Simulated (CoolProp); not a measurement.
Vapour-liquid equilibrium of acetone (1) + n-heptane (2) at 291.5 K; x and y are mole fractions of (1).

The numbers come from the multi-fluid Helmholtz-energy mixture model, Lemmon 2006 and Span 2003; pair parameters Bell 2016 in CoolProp.

```
x     bubble pressure, mixture model (MPa)  bubble pressure, Raoult's law (MPa)  y, mixture model  y, Raoult's law
----  ------------------------------------  -----------------------------------  ----------------  ---------------
0.05                              0.009596                             0.005260             0.567            0.218
0.2                                0.01846                             0.008043             0.797            0.569
0.35                               0.02148                              0.01083             0.837            0.740
0.5                                0.02225                              0.01361             0.848            0.841
0.65                               0.02251                              0.01640             0.853            0.908
0.8                                0.02293                              0.01918             0.871            0.955
0.95                               0.02319                              0.02196             0.943            0.990
```

The largest gap from Raoult's law is +129.5 % in bubble pressure, at x = 0.2. y crosses x between x = 0.8 and 0.95: the model has an azeotrope there.

The pair parameters rest on a limited set of measurements; away from them the model extrapolates. With so large a gap from Raoult's law the liquid may split in two, which this calculation doesn't test in full.
